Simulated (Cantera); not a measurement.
A closed system holds: 1 mol Si₂Cl₆, 1.9 mol HCl, 520 mol H₂, held at 875 K and 49000 Pa.

Equilibrium computed with Cantera from the NASA thermochemical tables; the gas is ideal and each condensed phase is pure. Candidate condensed phases: Si; 19 gas species. The feed counts by its element totals alone. Kinetics and transport are ignored.

Question: What is the equilibrium state?

Answer: 
```json
{
 "x(H₂)": "0.994",
 "x(HCl)": "0.00206",
 "x(SiHCl₃)": "0.00187",
 "x(SiCl₄)": "0.00177",
 "x(SiH₂Cl₂)": "0.000180",
 "x(SiCl₃)": "7.38e-6",
 "x(SiH₃Cl)": "4.19e-6",
 "x(SiCl₂)": "1.79e-6",
 "gas_amount": "522.9 mol",
 "log10 activity of Si(s) (absent)": "-0.48"
}
```
